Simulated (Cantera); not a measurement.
Charge: 1 mol SiCl4, 12 mol NH3, 1.3 mol N2, equilibrated at 13300 Pa.

Cantera equilibrium calculation (NASA polynomials, part measured and part estimated; ideal gas, pure solids and liquids). Candidate condensed phases: NH4Cl, Si, Si3N4; 28 gas species. The tables' values for SiCl3 are old estimates; treat these amounts as uncertain. Equilibrium is a limit: real reactors are often held back by kinetics, nucleation or transport. All values below are at 1575 K.

Base state: H2 0.604, N2 0.251, HCl 0.141, SiCl2 0.00359, SiCl3 0.000374, SiCl4 0.000102, H 8.84e-5, SiHCl3 5.83e-5 (mole fractions); condensed: Si3N4(s).

Q: What changes in the equilibrium state with this change: pressure from 13300 Pa to 400 Pa?

A: 
```tsv
species	before	after
H2	0.604	0.613
N2	0.251	0.259
HCl	0.141	0.106
SiCl2	0.00359	0.0204
SiCl	3.64e-7	1.60e-5
SiCl4	0.000102	9.76e-6
SiHCl3	5.83e-5	7.50e-6
Si3N4(s), mol	0.297	0.147
```
The tables' values for SiCl3, SiCl are old estimates; treat these amounts as uncertain.
